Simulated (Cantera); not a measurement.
A closed system holds: 1 mol Ti(OiPr)4, 1.1 mol CH4, 18 mol H2, equilibrated at 1.00 bar.

Cantera equilibrium calculation (NASA polynomials, part measured and part estimated; ideal gas, pure solids and liquids). Candidate condensed phases: C, C6H6, C7H8, C8H18, H2O, Ti, TiC, TiO, TiO2, Ti2O3, Ti3O5, Ti4O7; 113 gas species. The feed counts by its element totals alone. TiC: taken at fixed stoichiometry. Rates play no part. All values below are at 2050 K.

Base state: H2 0.892, CO 0.105, H 0.00214, C2H2 (acetylene) 0.000947, CH4 0.000297, CH3 1.40e-5 (mole fractions); condensed: C(graphite) + TiC(s).

What changes in the equilibrium state with this change: pressure from 1.00 bar to 21.0 Pa?


```tsv
species	before	after
H2	0.892	0.765
H	0.00214	0.137
CO	0.105	0.0975
CH4	0.000297	4.58e-8
CH3	1.40e-5	1.61e-7
C2H2 (acetylene)	0.000947	0.000812
C(graphite), mol	8.02	8.03
TiC(s), mol	1.00	1.000
```
